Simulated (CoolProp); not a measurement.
Vapour-liquid equilibrium of R125 (1) + propylene (2) at -8.95 °C; x and y are mole fractions of (1).

Model: multi-fluid Helmholtz-energy mixture model, Lemmon 2005 and Lemmon 2013; pair parameters Bell 2016, in CoolProp.

```json
[
 {"x": "0.05", "bubble pressure (MPa)": "0.4826", "y at the bubble point": "0.117", "dew pressure at overall composition x (MPa)": "?", "liquid density (mol/L)": "13.12"},
 {"x": "0.125", "bubble pressure (MPa)": "0.5270", "y at the bubble point": "0.238", "dew pressure at overall composition x (MPa)": "0.4854", "liquid density (mol/L)": "12.88"},
 {"x": "0.2", "bubble pressure (MPa)": "0.5578", "y at the bubble point": "0.321", "dew pressure at overall composition x (MPa)": "0.5130", "liquid density (mol/L)": "12.66"},
 {"x": "0.275", "bubble pressure (MPa)": "0.5790", "y at the bubble point": "?", "dew pressure at overall composition x (MPa)": "0.5410", "liquid density (mol/L)": "12.45"},
 {"x": "0.35", "bubble pressure (MPa)": "0.5932", "y at the bubble point": "0.435", "dew pressure at overall composition x (MPa)": "0.5680", "liquid density (mol/L)": "12.26"},
 {"x": "0.425", "bubble pressure (MPa)": "0.6022", "y at the bubble point": "0.480", "dew pressure at overall composition x (MPa)": "0.5906", "liquid density (mol/L)": "12.09"},
 {"x": "0.5", "bubble pressure (MPa)": "0.6069", "y at the bubble point": "0.523", "dew pressure at overall composition x (MPa)": "0.6048", "liquid density (mol/L)": "11.94"},
 {"x": "0.575", "bubble pressure (MPa)": "0.6077", "y at the bubble point": "0.566", "dew pressure at overall composition x (MPa)": "0.6074", "liquid density (mol/L)": "11.80"},
 {"x": "0.65", "bubble pressure (MPa)": "0.6044", "y at the bubble point": "0.612", "dew pressure at overall composition x (MPa)": "0.5988", "liquid density (mol/L)": "11.68"},
 {"x": "0.725", "bubble pressure (MPa)": "0.5963", "y at the bubble point": "0.664", "dew pressure at overall composition x (MPa)": "0.5824", "liquid density (mol/L)": "11.58"},
 {"x": "0.8", "bubble pressure (MPa)": "0.5822", "y at the bubble point": "0.726", "dew pressure at overall composition x (MPa)": "0.5616", "liquid density (mol/L)": "11.49"},
 {"x": "0.875", "bubble pressure (MPa)": "0.5604", "y at the bubble point": "0.804", "dew pressure at overall composition x (MPa)": "0.5388", "liquid density (mol/L)": "11.42"},
 {"x": "0.95", "bubble pressure (MPa)": "?", "y at the bubble point": "0.908", "dew pressure at overall composition x (MPa)": "0.5155", "liquid density (mol/L)": "11.36"}
]
```

Complete the blanks.


- 0.05, dew pressure at overall composition x (MPa): 0.4593
- 0.275, y at the bubble point: 0.384
- 0.95, bubble pressure (MPa): 0.5285

y crosses x between x = 0.5 and 0.575: the model has an azeotrope there.

Pair parameters are fitted to limited data, so mixtures are less certain than the pure fluids.
